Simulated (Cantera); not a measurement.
Gas mixture: 71.8 % CH4, 28.2 % NH3, at 10.0 bar, frozen composition.

Cantera's kinetic-theory transport with the Lennard-Jones parameters of GRI-Mech 3.0, ideal gas; thermal conductivity in the mixture-averaged form. Polar gases are described roughly by these parameters. The composition is frozen, though it would react at the higher temperatures.

D: mixture-averaged diffusion coefficient of that species in the mixture.

| T (K) | ρ (kg/m³) | cp (J/kg/K) | μ (µPa s) | λ (mW/m/K) | Pr | D (cm²/s) CH4 | D (cm²/s) CO2 | D (cm²/s) C2H2 |
|---|---|---|---|---|---|---|---|---|
| 400 | 4.91 | 2451 | 14.3 | 48.8 | 0.718 | 0.0392 | 0.0294 | 0.0301 |
| 550 | 3.57 | 2938 | 18.6 | 75.6 | 0.722 | 0.0713 | 0.0527 | 0.0538 |
| 700 | 2.80 | 3417 | 22.4 | 105 | 0.727 | 0.111 | 0.0811 | 0.0825 |
| 850 | 2.31 | 3833 | 26.0 | 136 | 0.729 | 0.156 | 0.114 | 0.116 |
| 1000 | 1.96 | 4216 | 29.2 | 168 | 0.734 | 0.208 | 0.151 | 0.153 |
| 1150 | 1.71 | 4538 | … | … | 0.736 | … | … | … |
| 1300 | 1.51 | 4815 | 35.3 | … | 0.737 | … | … | … |
| 1450 | 1.35 | 5054 | 38.1 | 261 | 0.738 | 0.394 | 0.285 | 0.288 |
| 1600 | 1.23 | 5259 | 40.7 | 290 | 0.738 | 0.466 | 0.336 | 0.339 |

Question: Fill in the missing entries.

Answer: 
- 1150, μ (µPa s): 32.3
- 1150, λ (mW/m/K): 199
- 1150, D (cm²/s) CH4: 0.265
- 1150, D (cm²/s) CO2: 0.192
- 1150, D (cm²/s) C2H2: 0.194
- 1300, λ (mW/m/K): 230
- 1300, D (cm²/s) CH4: 0.327
- 1300, D (cm²/s) CO2: 0.237
- 1300, D (cm²/s) C2H2: 0.239
